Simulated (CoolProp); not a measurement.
Vapour-liquid equilibrium of R22 (1) + R123 (2) at 309 kPa; x and y are mole fractions of (1).

Values from CoolProp's multi-fluid Helmholtz-energy mixture model, Kamei 1995 and Younglove 1994; pair parameters Bell 2016.

| x | bubble temperature (K) | y at the bubble point | dew temperature at overall composition x (K) | liquid density (mol/L) |
|---|---|---|---|---|
| 0.05 | 326.5 | 0.259 | 334.2 | 9.230 |
| 0.15 | 310.4 | 0.590 | 330.7 | 9.857 |
| 0.25 | 297.9 | 0.763 | 326.8 | 10.46 |
| 0.35 | 288.4 | 0.855 | 322.6 | 11.05 |
| 0.45 | 281.1 | 0.908 | 318.0 | 11.63 |
| 0.55 | 275.4 | 0.940 | 312.7 | 12.23 |
| 0.65 | 270.8 | 0.961 | 306.5 | 12.85 |
| 0.75 | 267.0 | 0.976 | 299.0 | 13.51 |
| 0.85 | 263.7 | 0.987 | 289.0 | 14.20 |
| 0.95 | 260.7 | 0.996 | 273.3 | 14.95 |

No azeotrope shows between x = 0.05 and 0.95.

The pair parameters rest on a limited set of measurements; away from them the model extrapolates.
